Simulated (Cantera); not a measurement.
An isothermal, constant-pressure homogeneous reactor starts with CO : O2 : H2O : N2 = 0.0013 : 0.034 : 0.00048 : 1 (molar parts), equivalence ratio 0.019, at 1350 K and 500000 Pa.

Detailed kinetics in Cantera: GRI-Mech 3.0 (53 species, 325 reactions).

One state of this run: x CO = 1.39e-9; x O2 = 0.0322; x H2O = 0.000463; x H = 1.65e-11; x OH = 5.24e-7; x H2 = 2.37e-10; x HO2 = 1.48e-9. x: mole fraction; the columns are a selection and need not sum to one.

Which value of t (s) does it belong to?
A) 0.148
B) 0.000727
C) 3.00e-5
D) 1.24

D, 1.24
